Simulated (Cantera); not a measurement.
An isothermal, constant-pressure homogeneous reactor starts with N2O : N2 = 1 : 0.53 (molar parts), at 1175 K and 0.0110 bar.

Detailed kinetics in Cantera: GRI-Mech 3.0 (53 species, 325 reactions). GRI-Mech 3.0 was tuned for natural gas; its chemistry of N2O as a main component is partial and can be far from experiment. Radical loss at walls, strong at low pressure, is not modelled. The mechanism lacks the step 2 NO + O2 → 2 NO2, which can matter for NO2 below about 1400 K. The temperature is held fixed by assumption; the heat of reaction is taken as removed at once.

Question: Predict: x(N2O) at 80.0 s; x(N2) at 80.0 s; x(O2) at 80.0 s; x(NO2) at 80.0 s; x(O) at 80.0 s.

Answer: 
| Property | Result |
|---|---|
| x(N2O) at 80.0 s | 0.428 (gas-phase equilibrium 1.25e-9) |
| x(N2) at 80.0 s | 0.479 (gas-phase equilibrium 0.754) |
| x(O2) at 80.0 s | 0.0769 (gas-phase equilibrium 0.246) |
| x(NO2) at 80.0 s | 2.64e-6 (gas-phase equilibrium 3.71e-7) |
| x(O) at 80.0 s | 1.23e-6 (gas-phase equilibrium 6.95e-8) |
